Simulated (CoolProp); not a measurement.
Vapour-liquid equilibrium of propylene (1) + isobutane (2) at 3.85 °C; x and y are mole fractions of (1).

Model: multi-fluid Helmholtz-energy mixture model, Lemmon 2013 and Bücker 2006; pair parameters Bell 2016, in CoolProp.

| x | bubble pressure, mixture model (kPa) | bubble pressure, Raoult's law (kPa) | y, mixture model | y, Raoult's law |
|---|---|---|---|---|
| 0.05 | (withheld) | 203.3 | (withheld) | 0.161 |
| 0.15 | 253.3 | 250.7 | (withheld) | 0.391 |
| 0.25 | (withheld) | 298.2 | (withheld) | 0.548 |
| 0.35 | 319.9 | 345.6 | 0.588 | 0.662 |
| 0.45 | 354.0 | 393.1 | 0.678 | 0.749 |
| 0.55 | 393.0 | 440.6 | 0.762 | 0.817 |
| 0.65 | 439.2 | 488.0 | (withheld) | 0.871 |
| 0.75 | 493.9 | 535.5 | 0.904 | 0.916 |
| 0.85 | 556.2 | 582.9 | 0.954 | 0.954 |
| 0.95 | 622.2 | 630.4 | (withheld) | 0.986 |

Q: Complete the blanks.

A: 
- 0.05, bubble pressure, mixture model (kPa): 209.3
- 0.05, y, mixture model: 0.174
- 0.15, y, mixture model: 0.368
- 0.25, bubble pressure, mixture model (kPa): 287.8
- 0.25, y, mixture model: 0.490
- 0.65, y, mixture model: 0.838
- 0.95, y, mixture model: 0.988

The largest gap from Raoult's law is -10.8 % in bubble pressure, at x = 0.55. No azeotrope shows between x = 0.05 and 0.95.

The pair parameters rest on a limited set of measurements; away from them the model extrapolates. The gap from Raoult's law changes sign with composition, which may be real or a fault of the pair parameters; it wasn't checked against measurements.
